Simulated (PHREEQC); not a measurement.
Dissolve 0.0014 mol/kgw CuSO4, 0.0085 mol/kgw HCl and 0.078 mol/kgw NaCl at 10 °C. Closed to the air; pH follows from the charge balance.

Computed with PHREEQC (ion-association model, phreeqc.dat).

No solid was allowed to form.

**Question.** What pH, specific conductance, density does the model give?

**Answer.** pH 2.16; specific conductance 7830 µS/cm; density 1.003 g/cm³.

**Question.** In which forms is S present?

**Answer.** SO4-2 70 %, HSO4- 17 %, NaSO4- 9.7 %, CuSO4 2.7 % of the S.

Species that the database lacks are ignored. Constants without temperature data keep their 25 °C values here.
